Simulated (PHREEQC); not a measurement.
A made-up water analysis in mg/L, 25 °C, pH 3.05, pe 10.5: Na 12.1; K 0.635; Ca 91.1; Mg 6.3; Cl 66.5; S(6) as SO4 278; Sr 2.05; Zn 0.708.

Valence states are taken as typed.

Computed with PHREEQC (ion-association model, phreeqc.dat).

Task: The ionic strength comes out as 0.0108 mol/kgw. What activity coefficients do Na+, Mg+2, H+, Ca+2, CaHSO4+ get?

Result: Na+ 0.90, Mg+2 0.67, H+ 0.91, Ca+2 0.66, CaHSO4+ 0.90.

Precipitation was switched off in this run.
